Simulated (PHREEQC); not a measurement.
A solution holds 67 mmol/kgw H3PO4 and 8.3 mmol/kgw KOH, at 15 °C. Closed to the air; pH follows from the charge balance.

Computed with PHREEQC (ion-association model, wateq4f.dat).

```
quantity                   before    after
------------------------  -------  -------
pH                           1.83    12.44
ionic strength (mol/kgw)   0.0251    0.388
H2PO4- (mol/kgw)           0.0251  2.00e-8
HPO4-2 (mol/kgw)          1.54e-7  0.00948
KHPO4- (mol/kgw)          1.37e-9  3.44e-5
```

Problem. What was changed between the two runs?
(A) KOH replaced by K2CO3 at the same molality
(B) H3PO4 replaced by Na3PO4 at the same molality
(C) 0.003 mol/kgw Na2CO3 added
(D) diluted 5-fold with water
(E) 0.035 mol/kgw TMAH added

Solution. B, H3PO4 replaced by Na3PO4 at the same molality

No solid was allowed to form. H3PO4, which wateq4f.dat lacks, is added to it with the constant of phreeqc.dat.
